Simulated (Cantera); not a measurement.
Feed: 1 mol Zr, 0.76 mol N₂O, 20 mol N₂, equilibrated at 2800 K and 0.0133 bar.

Equilibrium computed with Cantera from the NASA thermochemical tables; the gas is ideal and each condensed phase is pure. Candidate condensed phases: Zr, ZrN, ZrO₂; 13 gas species. ZrN: taken at fixed stoichiometry. Rates play no part.

Base state: N₂ 0.965, ZrO 0.0331, ZrO₂ 0.00122, Zr 0.000374, O 4.88e-5, N 2.98e-5 (mole fractions); condensed: ZrN(s).

What changes in the equilibrium state with this change: N₂O from 0.76 to 17 mol?


```json
[
 {"species": "N₂", "before": "0.965", "after": "0.764"},
 {"species": "O", "before": "4.88e-5", "after": "0.133"},
 {"species": "O₂", "before": "1.08e-8", "after": "0.0796"},
 {"species": "ZrO", "before": "0.0331", "after": "1.35e-5"},
 {"species": "NO", "before": "9.22e-6", "after": "0.0223"},
 {"species": "ZrO₂", "before": "0.00122", "after": "0.00135"},
 {"species": "Zr", "before": "0.000374", "after": "<1e-9"},
 {"species": "N", "before": "2.98e-5", "after": "2.65e-5"},
 {"species": "ZrN(s), mol", "before": "0.259", "after": "0"},
 {"species": "ZrO₂(s), mol", "before": "0", "after": "0.935"}
]
```

What changes in the equilibrium state with this change: Zr replaced by V?


```csv
species,before,after
N₂,0.965,0.953
VO,0,0.0227
V,0,0.0175
ZrO,0.0331,0
VO₂,0,0.00573
ZrO₂,0.00122,0
Zr,0.000374,0
O,4.88e-5,0.000596
NO,9.22e-6,0.000112
"ZrN(s), mol",0.259,0
```
Further candidate phases: V, VN, VO, V₂O₃, V₂O₄, V₂O₅.
